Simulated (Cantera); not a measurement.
**Reactions in the system C-Ni-S**

Cantera with NASA thermochemical tables; ideal gases at 1 bar, condensed phases pure. Values are per mole of reaction as written; species without (g) are pure solids or liquids, kept so even where they would boil at 1 bar.

S2(g) + Ni3S4 ⇌ 3 NiS2

```json
[
 {"T (K)": "350", "ΔH° (kJ)": "-220.8", "ΔS° (J/K)": "-197.0", "ΔG° (kJ)": "-151.9", "log10 K": "22.66"},
 {"T (K)": "375", "ΔH° (kJ)": "-220.6", "ΔS° (J/K)": "-196.4", "ΔG° (kJ)": "-146.9", "log10 K": "20.47"},
 {"T (K)": "400", "ΔH° (kJ)": "-220.4", "ΔS° (J/K)": "-196.0", "ΔG° (kJ)": "-142.0", "log10 K": "18.55"},
 {"T (K)": "425", "ΔH° (kJ)": "-220.4", "ΔS° (J/K)": "-195.8", "ΔG° (kJ)": "-137.1", "log10 K": "16.86"},
 {"T (K)": "450", "ΔH° (kJ)": "-220.3", "ΔS° (J/K)": "-195.7", "ΔG° (kJ)": "-132.3", "log10 K": "15.35"},
 {"T (K)": "475", "ΔH° (kJ)": "-220.3", "ΔS° (J/K)": "-195.8", "ΔG° (kJ)": "-127.4", "log10 K": "14.01"},
 {"T (K)": "500", "ΔH° (kJ)": "-220.4", "ΔS° (J/K)": "-195.9", "ΔG° (kJ)": "-122.5", "log10 K": "12.79"},
 {"T (K)": "525", "ΔH° (kJ)": "-220.6", "ΔS° (J/K)": "-196.2", "ΔG° (kJ)": "-117.6", "log10 K": "11.70"}
]
```

2 CS2(g) + 3 Ni ⇌ Ni3S4 + 2 C

| T (K) | ΔH° (kJ) | ΔS° (J/K) | ΔG° (kJ) | log10 K |
|---|---|---|---|---|
| 350 | -534.3 | -365.5 | -406.4 | 60.65 |
| 375 | -533.9 | -364.5 | -397.3 | 55.34 |
| 400 | -533.5 | -363.4 | -388.2 | 50.69 |
| 425 | -533.1 | -362.2 | -379.1 | 46.59 |
| 450 | -532.5 | -361.0 | -370.1 | 42.95 |
| 475 | -532.0 | -359.8 | -361.0 | 39.70 |
| 500 | -531.3 | -358.5 | -352.1 | 36.78 |
| 525 | -530.6 | -357.2 | -343.1 | 34.14 |
